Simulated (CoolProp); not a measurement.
Vapour-liquid equilibrium of cyclohexane (1) + dimethyl carbonate (2) at 0.00915 MPa; x and y are mole fractions of (1).

Computed with CoolProp (multi-fluid Helmholtz-energy mixture model, Zhou 2014 and Zhou 2011; pair parameters Bell 2016).

```
x     bubble temperature (K)  y at the bubble point  dew temperature at overall composition x (K)  liquid density (mol/L)
----  ----------------------  ---------------------  --------------------------------------------  ----------------------
0.05                   295.5                  0.340                                         301.8                   11.66
0.2                    287.4                  0.615                                         298.7                   11.25
0.35                   285.9                  0.663                                         295.2                   10.80
0.5                    285.7                  0.668                                         291.1                   10.39
0.65                   285.7                  0.669                                         286.2                   10.02
0.8                    285.9                  0.697                                         287.3                   9.695
0.95                   288.1                  0.850                                         289.8                   9.391
```

y crosses x between x = 0.65 and 0.8: the model has an azeotrope there.

Pair parameters are fitted to limited data, so mixtures are less certain than the pure fluids.
